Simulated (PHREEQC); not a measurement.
Consider water at 25 °C with 3.2 mol NaCl, 0.14 mol KCl and 0.11 mol LiCl per kg of water. Closed to the air; pH follows from the charge balance.

The numbers come from PHREEQC with the Pitzer model, pitzer.dat.

No solid was allowed to form.

### Question
Estimate the activity of water.

### Answer
activity of water 0.875.

Complexes and solids missing from the database can't appear.
